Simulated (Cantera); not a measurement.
A Cantera script and what it prints.

```python
import numpy as np
import cantera as ct

gas_names = """
    Fe FeO Fe(OH)2 H HNO HNO2 HNO3 HO2 H2 H2O H2O2 N NH NH2 NH3 NH2OH NO NO2 NO3 N2 N2H2 N2H4 N2O O OH
    O2 O3
""".split()
cond_names = """
    Fe(a) Fe(c) Fe(d) Fe(L) FeO(s) FeO(L) Fe(OH)2(s) Fe(OH)3(s) Fe2O3(s) Fe3O4(s) H2O(s) H2O(L)
""".split()


# ... load() reads the species with a 1 bar reference pressure and builds the phases ...
atoms = {
    'Fe2O3': {'Fe': 2, 'O': 3},
    'H2': {'H': 2},
    'N2': {'N': 2},
}
top_T = {'Fe2O3(s)': 1830, 'Fe3O4(s)': 1870}  # K; cautious upper limits of use, not melting points


# ... equilibrate(T, P, feed) seeds the gas with the atoms and calls Mixture.equilibrate('TP', solver="vcs", rtol=1e-11, max_steps=5000) ...
results = []
feed = {'Fe2O3': 1, 'H2': 1.5, 'N2': 8.8}  # mol
for P in [10, 32, 100, 320, 1000, 3200, 10000, 32000, 100000, 320000, 1000000]:
    for T in [1648, 1698, 1748, 1798, 1848, 1898, 1948, 1998, 2048, 2098, 2148, 2198]:
        mix = equilibrate(T, P, feed)
        results.append((T, P, feed, dict(zip(mix.species_names, mix.species_moles))))

for T, P, feed, n in results:
    print(f"{T:7g} {P:10.4g}  " + (" + ".join(c for c in cond_names if n.get(c, 0) > 1e-12) or "gas only"))
```

It prints:

```
   1648         10  FeO(s)
   1698         10  FeO(L)
   1748         10  FeO(L)
   1798         10  FeO(L)
   1848         10  FeO(L)
   1898         10  FeO(L)
   1948         10  FeO(L)
   1998         10  gas only
   2048         10  gas only
   2098         10  gas only
   2148         10  gas only
   2198         10  gas only
   1648         32  FeO(s)
   1698         32  FeO(L)
   1748         32  FeO(L)
   1798         32  FeO(L)
   1848         32  FeO(L)
   1898         32  FeO(L)
   1948         32  FeO(L)
   1998         32  FeO(L)
   2048         32  FeO(L)
   2098         32  gas only
   2148         32  gas only
   2198         32  gas only
   1648        100  FeO(s)
   1698        100  FeO(L)
   1748        100  FeO(L)
   1798        100  FeO(L)
   1848        100  FeO(L)
   1898        100  FeO(L)
   1948        100  FeO(L)
   1998        100  FeO(L)
   2048        100  FeO(L)
   2098        100  FeO(L)
   2148        100  FeO(L)
   2198        100  gas only
   1648        320  FeO(s)
   1698        320  FeO(L)
   1748        320  FeO(L)
   1798        320  FeO(L)
   1848        320  FeO(L)
   1898        320  FeO(L)
   1948        320  FeO(L)
   1998        320  FeO(L)
   2048        320  FeO(L)
   2098        320  FeO(L)
   2148        320  FeO(L)
   2198        320  FeO(L)
   1648       1000  FeO(s)
   1698       1000  FeO(L)
   1748       1000  FeO(L)
   1798       1000  FeO(L)
   1848       1000  FeO(L)
   1898       1000  FeO(L)
   1948       1000  FeO(L)
   1998       1000  FeO(L)
   2048       1000  FeO(L)
   2098       1000  FeO(L)
   2148       1000  FeO(L)
   2198       1000  FeO(L)
   1648       3200  FeO(s)
   1698       3200  FeO(L)
   1748       3200  FeO(L)
   1798       3200  FeO(L)
   1848       3200  FeO(L)
   1898       3200  FeO(L)
   1948       3200  FeO(L)
   1998       3200  FeO(L)
   2048       3200  FeO(L)
   2098       3200  FeO(L)
   2148       3200  FeO(L)
   2198       3200  FeO(L)
   1648      1e+04  FeO(s)
   1698      1e+04  FeO(L)
   1748      1e+04  FeO(L)
   1798      1e+04  FeO(L)
   1848      1e+04  FeO(L)
   1898      1e+04  FeO(L)
   1948      1e+04  FeO(L)
   1998      1e+04  FeO(L)
   2048      1e+04  FeO(L)
   2098      1e+04  FeO(L)
   2148      1e+04  FeO(L)
   2198      1e+04  FeO(L)
   1648    3.2e+04  FeO(s)
   1698    3.2e+04  FeO(L)
   1748    3.2e+04  FeO(L)
   1798    3.2e+04  FeO(L)
   1848    3.2e+04  FeO(L)
   1898    3.2e+04  FeO(L)
   1948    3.2e+04  FeO(L)
   1998    3.2e+04  FeO(L)
   2048    3.2e+04  FeO(L)
   2098    3.2e+04  FeO(L)
   2148    3.2e+04  FeO(L)
   2198    3.2e+04  FeO(L)
   1648      1e+05  FeO(s)
   1698      1e+05  FeO(L)
   1748      1e+05  FeO(L)
   1798      1e+05  FeO(L)
   1848      1e+05  FeO(L)
   1898      1e+05  FeO(L)
   1948      1e+05  FeO(L)
   1998      1e+05  FeO(L)
   2048      1e+05  FeO(L)
   2098      1e+05  FeO(L)
   2148      1e+05  FeO(L)
   2198      1e+05  FeO(L)
   1648    3.2e+05  FeO(s)
   1698    3.2e+05  FeO(L)
   1748    3.2e+05  FeO(L)
   1798    3.2e+05  FeO(L)
   1848    3.2e+05  FeO(L)
   1898    3.2e+05  FeO(L)
   1948    3.2e+05  FeO(L)
   1998    3.2e+05  FeO(L)
   2048    3.2e+05  FeO(L)
   2098    3.2e+05  FeO(L)
   2148    3.2e+05  FeO(L)
   2198    3.2e+05  FeO(L)
   1648      1e+06  FeO(s)
   1698      1e+06  FeO(L)
   1748      1e+06  FeO(L)
   1798      1e+06  FeO(L)
   1848      1e+06  FeO(L)
   1898      1e+06  FeO(L)
   1948      1e+06  FeO(L)
   1998      1e+06  FeO(L)
   2048      1e+06  FeO(L)
   2098      1e+06  FeO(L)
   2148      1e+06  FeO(L)
   2198      1e+06  FeO(L)
```

Equilibrium computed with Cantera from the NASA thermochemical tables; the gas is ideal and each condensed phase is pure. The tables' stoichiometric FeO is somewhat more stable than real wüstite, so its field is too wide. FeO: taken at fixed stoichiometry.
